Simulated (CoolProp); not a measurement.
A simple Rankine cycle with water: condensing at 311.15 K, boiler at 5.95 MPa, turbine inlet 563.2 K, turbine efficiency 0.75, pump efficiency 0.6, no recuperator. Each further row changes one setting.

Values from CoolProp's reference Helmholtz-energy equation of state, Wagner 2002.

```csv
case,thermal efficiency (%),net work (kJ/kg),heat in (kJ/kg),turbine exit temperature (K),volume ratio over the turbine
as stated,27.3,733,2680,311.2,496
turbine inlet 583.2 K,27.5,758,2750,311.2,471
condensing temperature 303.15 K,28.2,766,2710,303.1,750
boiler pressure 4.17 MPa,26.4,729,2760,311.2,334
turbine efficiency 0.65,23.6,634,2680,311.2,522
```

The expansion ends wet for: as stated; turbine inlet 583.2 K; condensing temperature 303.15 K; boiler pressure 4.17 MPa; turbine efficiency 0.65.
